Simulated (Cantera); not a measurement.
What does this Cantera script print?

```python
import numpy as np
import cantera as ct

gas_names = """
    Fe FeO Fe(OH)2 H HO2 H2 H2O H2O2 H2S H2SO4 O OH O2 O3 S SH SO SO2 SO3 S2 S2O S8
""".split()
cond_names = """
    Fe(a) Fe(c) Fe(d) Fe(L) FeO(s) FeO(L) Fe(OH)2(s) Fe(OH)3(s) FeS(a) FeS(b) FeS(c) FeS(L) FeSO4(s)
    FeS2(s) Fe2O3(s) Fe2S3O12(s) Fe3O4(s) H2O(s) H2O(L) H2SO4(L) S(cr1) S(cr2) S(L)
""".split()


# ... load() reads the species with a 1 bar reference pressure and builds the phases ...
atoms = {
    'FeS': {'Fe': 1, 'S': 1},
    'H2': {'H': 2},
    'H2O': {'H': 2, 'O': 1},
}
top_T = {'FeSO4(s)': 950, 'FeS2(s)': 1010, 'Fe2O3(s)': 1830, 'Fe2S3O12(s)': 1100, 'Fe3O4(s)': 1870}  # K; cautious upper limits of use, not melting points


# ... equilibrate(T, P, feed) seeds the gas with the atoms and calls Mixture.equilibrate('TP', solver="vcs", rtol=1e-11, max_steps=5000) ...
results = []
feed = {'FeS': 1, 'H2': 780, 'H2O': 2.6}  # mol
P = 7700  # Pa
for T in [1050, 1125, 1200, 1275, 1350, 1425, 1500, 1575]:
    mix = equilibrate(T, P, feed)
    results.append((T, P, feed, dict(zip(mix.species_names, mix.species_moles))))

top = {s: max(r[3][s] / sum(r[3][g] for g in gas_names) for r in results) for s in gas_names}
cols = sorted((s for s in top if top[s] > 0.001), key=lambda s: -top[s])[:9]
seen = [c for c in cond_names if any(r[3].get(c, 0) > 1e-12 for r in results)]
print("log10 of partial pressures in bar; condensed amounts in mol")
print(f"{'T/K':>10s}" + "".join(f"{s[:9]:>10s}" for s in cols + seen))
for T, P, feed, n in results:
    ng = sum(n[g] for g in gas_names)
    print(f"{T:10.4g}" + "".join(f"{np.log10(max(n[s] / ng * P / 1e5, 1e-99)):10.3f}" for s in cols)
          + "".join(f"{n.get(c, 0):10.4g}" for c in seen))
```

Output:

```
log10 of partial pressures in bar; condensed amounts in mol
       T/K        H2       H2O       H2S     Fe(a)     Fe(c)
      1050    -1.116    -3.592    -4.007         1         0
      1125    -1.116    -3.592    -4.007         1         0
      1200    -1.116    -3.592    -4.007         0         1
      1275    -1.116    -3.592    -4.008         0         1
      1350    -1.116    -3.592    -4.009         0         1
      1425    -1.116    -3.592    -4.011         0    0.9997
      1500    -1.116    -3.592    -4.015         0    0.9985
      1575    -1.116    -3.592    -4.022         0    0.9931
```

These are equilibrium values from Cantera (NASA tables, ideal gas, pure condensed phases), not measurements of a reactor.
